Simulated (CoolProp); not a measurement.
Vapour-liquid equilibrium of dimethyl carbonate (1) + cyclohexane (2) at 505.1 K; x and y are mole fractions of (1).

Values from CoolProp's multi-fluid Helmholtz-energy mixture model, Zhou 2011 and Zhou 2014; pair parameters Bell 2016.

| x | bubble pressure, mixture model (MPa) | bubble pressure, Raoult's law (MPa) | y, mixture model | y, Raoult's law |
|---|---|---|---|---|
| 0.05 | 2.301 | 2.171 | 0.081 | 0.053 |
| 0.2 | 2.590 | 2.189 | 0.260 | 0.209 |
| 0.35 | 2.745 | 2.207 | 0.390 | 0.363 |
| 0.5 | 2.801 | 2.225 | 0.504 | 0.514 |
| 0.65 | 2.767 | 2.243 | 0.618 | 0.662 |
| 0.8 | 2.640 | 2.262 | 0.748 | 0.809 |
| 0.95 | 2.398 | 2.280 | 0.923 | 0.953 |

The largest gap from Raoult's law is +25.9 % in bubble pressure, at x = 0.5. y crosses x between x = 0.5 and 0.65: the model has an azeotrope there.

Pair parameters are fitted to limited data, so mixtures are less certain than the pure fluids.
